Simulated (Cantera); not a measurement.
Reactions in the system C-O-Ta

Standard-state values (1 bar) from the NASA 1993 polynomials, evaluated with Cantera. Values are per mole of reaction as written; species without (g) are pure solids or liquids, kept so even where they would boil at 1 bar. TaC: taken at fixed stoichiometry.

2 Ta2O5 + 9 C ⇌ 5 CO2(g) + 4 TaC

```tsv
T (K)	ΔH° (kJ)	ΔS° (J/K)	ΔG° (kJ)	log10 K
2200	1152.4	649.7	-277.0	6.58
2250	1144.0	646.0	-309.4	7.18
2300	1135.8	642.4	-341.6	7.76
2350	1127.6	638.8	-373.7	8.31
2400	1119.5	635.4	-405.5	8.83
2450	1111.4	632.1	-437.2	9.32
```

CO2(g) + 2 TaO2(g) ⇌ CO(g) + Ta2O5

| T (K) | ΔH° (kJ) | ΔS° (J/K) | ΔG° (kJ) | log10 K |
|---|---|---|---|---|
| 2200 | -1137.5 | -277.0 | -528.2 | 12.54 |
| 2250 | -1132.4 | -274.7 | -514.4 | 11.94 |
| 2300 | -1127.3 | -272.4 | -500.8 | 11.37 |
| 2350 | -1122.2 | -270.2 | -487.2 | 10.83 |
| 2400 | -1117.2 | -268.1 | -473.7 | 10.31 |
| 2450 | -1112.1 | -266.0 | -460.4 | 9.82 |
